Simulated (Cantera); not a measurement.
A closed system holds: 1 mol SiCl4, 1.4 mol C2H2, 260 mol H2, at 1577 °C and 0.100 bar.

Equilibrium computed with Cantera from the NASA thermochemical tables; the gas is ideal and each condensed phase is pure. Candidate condensed phases: C, C6H6, C7H8, C8H18, Si, SiC; 109 gas species. The numbers say what is thermodynamically allowed, not how fast it happens.

Base state: H2 0.983, HCl 0.0151, H 0.00169, C2H2 (acetylene) 0.000257, CH4 6.32e-5, SiCl2 2.02e-5, Cl 1.97e-5 (mole fractions); condensed: C(graphite) + SiC(s).

Problem. What changes in the equilibrium state with this change: H2 from 260 to 3.8 mol?

Solution. 
```tsv
species	before	after
H2	0.983	0.489
HCl	0.0151	0.466
SiCl2	2.02e-5	0.0386
SiCl4	<1e-9	0.000419
SiCl3	3.97e-8	0.00332
SiHCl3	2.11e-9	0.000124
SiCl	6.07e-7	2.65e-5
C(graphite), mol	1.65	2.10
SiC(s), mol	0.993	0.694
```
The tables' values for SiCl3, SiCl are old estimates; treat these amounts as uncertain.
